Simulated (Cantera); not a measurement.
Input: 1 mol Zr, a varied amount of H₂O, held at 1748 K and 2900 Pa.

Method: chemical equilibrium by Gibbs-energy minimisation in Cantera with the NASA 1993 tables (ideal gas, pure condensed phases). Candidate condensed phases: H₂O, Zr, ZrO₂; 12 gas species. Rates play no part.

Task: At 11 mol H₂O, list the 4 most abundant gas species with their mole fractions, and the condensed phases.

Result: H₂O 0.818, H₂ 0.182, H 0.000572, OH 0.000150. Condensed: ZrO₂(tetragonal).
